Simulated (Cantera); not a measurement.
CH3SiCl3 + C2H2 + H2 (silicon carbide growth)

A closed system holds: 1 mol CH3SiCl3, 0.006 mol C2H2, 810 mol H2, equilibrated at 13300 Pa.

These are equilibrium values from Cantera (NASA tables, ideal gas, pure condensed phases), not measurements of a reactor. Candidate condensed phases: C, C6H6, C7H8, C8H18, Si, SiC; 109 gas species. The feed counts by its element totals alone. The tables' values for SiCl are old estimates; treat these amounts as uncertain. Gases not in the tables: Si2H6 and higher silanes. Kinetics and transport are ignored.

From 1227 °C to 1927 °C the condensed part is SiC(s). From 2027 °C to 2327 °C nothing is condensed. The main Si-bearing gas is SiCl2 at 1227 °C and Si at 2327 °C.

| T (°C) | x H2 | x H | x HCl | x Si | n SiC(s) |
|---|---|---|---|---|---|
| 1227 | 0.996 | 4.81e-5 | 0.00368 | 9.63e-9 | 0.995 |
| 1327 | 0.996 | 0.000149 | 0.00368 | 8.19e-8 | 0.995 |
| 1427 | 0.996 | 0.000403 | 0.00368 | 5.54e-7 | 0.994 |
| 1527 | 0.995 | 0.000978 | 0.00367 | 3.23e-6 | 0.988 |
| 1627 | 0.994 | 0.00217 | 0.00367 | 1.61e-5 | 0.968 |
| 1727 | 0.992 | 0.00444 | 0.00365 | 6.59e-5 | 0.905 |
| 1827 | 0.987 | 0.00848 | 0.00363 | 0.000228 | 0.715 |
| 1927 | 0.980 | 0.0153 | 0.00359 | 0.000692 | 0.185 |
| 2027 | 0.969 | 0.0261 | 0.00355 | 0.000939 | 0 |
| 2127 | 0.952 | 0.0425 | 0.00349 | 0.00100 | 0 |
| 2227 | 0.928 | 0.0663 | 0.00339 | 0.00103 | 0 |
| 2327 | 0.895 | 0.0995 | 0.00324 | 0.00104 | 0 |
x: gas mole fraction; n: condensed amount in mol.
